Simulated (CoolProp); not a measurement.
Values from CoolProp's reference Helmholtz-energy equation of state, Pan 2012.

Question: For R236FA, give the phase and the density (kg/m³), isothermal compressibility (1/MPa), conductivity (mW/(m K)) at 112.35 °C and 725 kPa.

Answer: 
- 112.35 °C and 725 kPa: gas; density 38.0, isothermal compressibility 1.54, conductivity 20.7

Thermal conductivity comes from a separate model (Huber 2003), an estimate that may be off by 10 % or more.
